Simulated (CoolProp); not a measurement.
The numbers come from the reference Helmholtz-energy equation of state, Kamei 1995 in CoolProp.

### Question
For R22, give the phase and the Joule-Thomson coefficient (K/MPa) at 1.35 °C and 0.101 MPa; 111.15 °C and 0.101 MPa; 220.85 °C and 0.101 MPa.

### Answer
- 1.35 °C and 0.101 MPa: gas; Joule-Thomson coefficient 28.2
- 111.15 °C and 0.101 MPa: gas; Joule-Thomson coefficient 10.3
- 220.85 °C and 0.101 MPa: gas; Joule-Thomson coefficient 5.32
